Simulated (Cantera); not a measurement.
A Cantera script and its output.

```python
import numpy as np
import cantera as ct

gas = ct.Solution("gri30.yaml")
gas.TPX = 1373, 2666, {'H2': 0.37, 'O2': 1, 'N2': 0.4}
reactor = ct.IdealGasConstPressureReactor(gas, energy="off", clone=False)
net = ct.ReactorNet([reactor])
net.rtol, net.atol = 1e-08, 1e-18
show = ['H2', 'O2', 'H2O2', 'OH', 'H', 'NO', 'O']
times = np.geomspace(8e-06, 100, 12)

steps = ct.SolutionArray(gas, extra=["t"])
rows = []
print(f"{'t/s':>10s}{'T/K':>9s}{'P/Pa':>11s}" + "".join(f"{s:>11s}" for s in show))
for t in times:
    while net.time < t:
        t_next = net.step()
        steps.append(gas.state, t=t_next)
    rows.append([np.interp(t, steps.t, y) for y in (steps.T, steps.P, *steps(*show).X.T)])
    print(f"{t:10.3e}{rows[-1][0]:9.1f}{rows[-1][1]:11.4g}" + "".join(f"{x:11.3e}" for x in rows[-1][2:]))
rate = np.gradient(steps.T, steps.t)
print("integrator steps:", len(steps.t))
if steps.T.max() > steps.T[0] + 200:
    print(f"time of steepest temperature rise: {steps.t[rate.argmax()]:.4e} s")
gas.TPX = 1373, 2666, {'H2': 0.37, 'O2': 1, 'N2': 0.4}
gas.equilibrate("TP")
print(f"equilibrium (TP): T = {gas.T:.1f} K  " + "  ".join(f"{s} {gas[s].X[0]:.3e}" for s in show))
```

Result:

```
       t/s      T/K       P/Pa         H2         O2       H2O2         OH          H         NO          O
 8.000e-06   1373.0       2666  2.090e-01  5.650e-01  1.548e-11  4.567e-09  2.723e-08  9.799e-20  5.105e-09
 3.534e-05   1373.0       2666  2.090e-01  5.650e-01  2.976e-10  6.389e-08  1.799e-07  8.662e-18  8.207e-08
 1.561e-04   1373.0       2666  2.090e-01  5.649e-01  5.636e-09  1.569e-05  3.891e-05  5.952e-15  2.084e-05
 6.896e-04   1373.0       2666  1.289e-02  4.459e-01  3.830e-07  1.519e-02  6.813e-02  4.167e-07  7.451e-02
 3.046e-03   1373.0       2666  9.965e-03  4.664e-01  4.354e-07  1.364e-02  4.096e-02  2.546e-06  5.218e-02
 1.346e-02   1373.0       2666  2.559e-03  5.026e-01  3.672e-07  7.132e-03  4.480e-03  4.253e-06  1.177e-02
 5.945e-02   1373.0       2666  1.411e-04  5.131e-01  9.674e-08  1.690e-03  5.609e-05  4.365e-06  6.357e-04
 2.626e-01   1373.0       2666  1.092e-05  5.140e-01  1.986e-08  4.733e-04  1.223e-06  4.369e-06  4.960e-05
 1.160e+00   1373.0       2666  1.576e-06  5.141e-01  4.857e-09  1.805e-04  6.787e-08  4.369e-06  7.214e-06
 5.125e+00   1373.0       2666  6.125e-07  5.141e-01  2.589e-09  1.126e-04  1.655e-08  4.365e-06  2.807e-06
 2.264e+01   1373.0       2666  5.945e-07  5.141e-01  2.546e-09  1.109e-04  1.583e-08  4.366e-06  2.724e-06
 1.000e+02   1373.0       2666  5.945e-07  5.141e-01  2.546e-09  1.109e-04  1.583e-08  4.371e-06  2.724e-06
integrator steps: 1900
equilibrium (TP): T = 1373.0 K  H2 5.947e-07  O2 5.139e-01  H2O2 2.545e-09  OH 1.109e-04  H 1.583e-08  NO 5.521e-04  O 2.723e-06
```

Model: GRI-Mech 3.0 (53 species, 325 reactions), integrated in Cantera. Radical loss at walls, strong at low pressure, is not modelled. The temperature is held fixed by assumption; the heat of reaction is taken as removed at once.
